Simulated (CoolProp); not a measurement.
A simple Rankine cycle with R113: condensing at 315.15 K, boiler at 1.84 MPa, turbine inlet 452.2 K, turbine efficiency 0.85, pump efficiency 0.6, no recuperator. Each further row changes one setting.

Model: reference Helmholtz-energy equation of state, Marx 1992, in CoolProp.

| case | thermal efficiency (%) | net work (kJ/kg) | heat in (kJ/kg) | turbine exit temperature (K) | volume ratio over the turbine |
|---|---|---|---|---|---|
| as stated | 17.6 | 39.4 | 224 | 369.2 | 25.5 |
| turbine inlet 472.2 K | 17.6 | 42.8 | 243 | 391.3 | 23.8 |
| condensing temperature 307.15 K | 18.7 | 43.2 | 231 | 363.7 | 33.6 |
| boiler pressure 1.29 MPa | 16.2 | 37.7 | 233 | 384.4 | 15.9 |
| turbine efficiency 0.75 | 15.5 | 34.6 | 224 | 375.9 | 26.0 |
